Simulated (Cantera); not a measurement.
Low-pressure radical oxidation in H2/O2

A perfectly stirred reactor is fed with 0.921 % H2, 99.1 % O2, at 0.0132 atm; it is held at 1250 K, and followed from long to short residence time.

Computed with Cantera and GRI-Mech 3.0 (53 species, 325 reactions). Radical loss at walls, strong at low pressure, is not modelled.

```json
[
 {"τ (s)": "1.5", "x H2": "2.83e-5", "x O2": "0.989", "x H2O2": "1.19e-8", "x H": "4.13e-5", "x OH": "0.000436"},
 {"τ (s)": "0.72", "x H2": "4.30e-5", "x O2": "0.988", "x H2O2": "1.35e-8", "x H": "7.38e-5", "x OH": "0.000532"},
 {"τ (s)": "0.35", "x H2": "6.55e-5", "x O2": "0.987", "x H2O2": "1.51e-8", "x H": "0.000121", "x OH": "0.000635"},
 {"τ (s)": "0.17", "x H2": "0.000102", "x O2": "0.985", "x H2O2": "1.68e-8", "x H": "0.000183", "x OH": "0.000743"},
 {"τ (s)": "0.081", "x H2": "0.000168", "x O2": "0.984", "x H2O2": "1.91e-8", "x H": "0.000254", "x OH": "0.000861"},
 {"τ (s)": "0.039", "x H2": "0.000290", "x O2": "0.984", "x H2O2": "2.26e-8", "x H": "0.000325", "x OH": "0.000994"},
 {"τ (s)": "0.019", "x H2": "0.000513", "x O2": "0.983", "x H2O2": "2.81e-8", "x H": "0.000395", "x OH": "0.00116"},
 {"τ (s)": "0.0092", "x H2": "0.000932", "x O2": "0.983", "x H2O2": "3.60e-8", "x H": "0.000458", "x OH": "0.00136"},
 {"τ (s)": "0.0044", "x H2": "0.00171", "x O2": "0.984", "x H2O2": "4.54e-8", "x H": "0.000493", "x OH": "0.00156"}
]
```
x: mole fraction; the columns are a selection and need not sum to one.
